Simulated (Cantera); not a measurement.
Cantera run, input and output.

```python
import numpy as np
import cantera as ct

gas = ct.Solution("gri30.yaml")
gas.TPX = 1975, 25, {'C3H8': 1, 'H2': 69, 'N2': 1.7}
reactor = ct.IdealGasConstPressureReactor(gas, energy="off", clone=False)
net = ct.ReactorNet([reactor])
net.rtol, net.atol = 1e-08, 1e-18
show = ['C3H8', 'H2', 'CH2', 'CH4', 'C2H']
times = np.geomspace(8e-06, 9, 13)

steps = ct.SolutionArray(gas, extra=["t"])
rows = []
print(f"{'t/s':>10s}{'T/K':>9s}{'P/Pa':>11s}" + "".join(f"{s:>11s}" for s in show))
for t in times:
    while net.time < t:
        t_next = net.step()
        steps.append(gas.state, t=t_next)
    rows.append([np.interp(t, steps.t, y) for y in (steps.T, steps.P, *steps(*show).X.T)])
    print(f"{t:10.3e}{rows[-1][0]:9.1f}{rows[-1][1]:11.4g}" + "".join(f"{x:11.3e}" for x in rows[-1][2:]))
rate = np.gradient(steps.T, steps.t)
print("integrator steps:", len(steps.t))
if steps.T.max() > steps.T[0] + 200:
    print(f"time of steepest temperature rise: {steps.t[rate.argmax()]:.4e} s")
gas.TPX = 1975, 25, {'C3H8': 1, 'H2': 69, 'N2': 1.7}
gas.equilibrate("TP")
print(f"equilibrium (TP): T = {gas.T:.1f} K  " + "  ".join(f"{s} {gas[s].X[0]:.3e}" for s in show))
```

Result:

```
       t/s      T/K       P/Pa       C3H8         H2        CH2        CH4        C2H
 8.000e-06   1975.0         25  1.389e-02  9.623e-01  1.740e-12  1.587e-07  7.257e-21
 2.555e-05   1975.0         25  1.376e-02  9.622e-01  4.580e-11  1.604e-06  4.637e-18
 8.159e-05   1975.0         25  1.335e-02  9.617e-01  1.521e-09  1.599e-05  3.238e-15
 2.605e-04   1975.0         25  1.210e-02  9.602e-01  6.087e-08  1.527e-04  1.447e-12
 8.320e-04   1975.0         25  8.378e-03  9.545e-01  2.296e-06  1.383e-03  3.973e-10
 2.657e-03   1975.0         25  1.584e-03  9.393e-01  3.469e-05  1.001e-02  6.814e-08
 8.485e-03   1975.0         25  6.888e-07  9.321e-01  4.947e-05  1.800e-02  1.065e-06
 2.710e-02   1975.0         25  3.628e-10  9.342e-01  3.862e-05  1.776e-02  1.802e-06
 8.653e-02   1975.0         25  2.425e-10  9.363e-01  3.162e-05  1.627e-02  1.947e-06
 2.763e-01   1975.0         25  1.047e-10  9.397e-01  2.211e-05  1.314e-02  2.060e-06
 8.825e-01   1975.0         25  2.471e-11  9.435e-01  1.355e-05  8.530e-03  2.302e-06
 2.818e+00   1975.0         25  2.408e-12  9.458e-01  7.804e-06  3.752e-03  2.940e-06
 9.000e+00   1975.0         25  5.202e-14  9.451e-01  3.432e-06  9.169e-04  4.133e-06
integrator steps: 1071
equilibrium (TP): T = 1975.0 K  C3H8 4.652e-23  H2 8.773e-01  CH2 9.416e-08  CH4 4.314e-07  C2H 2.241e-05
```

Cantera simulation using GRI-Mech 3.0 (53 species, 325 reactions); the numbers are that mechanism's predictions, not measurements. GRI-Mech 3.0 was tuned for natural gas; its chemistry of propane as a main component is partial and can be far from experiment. GRI-Mech 3.0 stops at C3 and has no aromatics, soot or wall deposition, so with more carbon than oxygen in the feed, carbon stays in small species such as C2H2 where larger ones or solid carbon would form. Radical loss at walls, strong at low pressure, is not modelled.
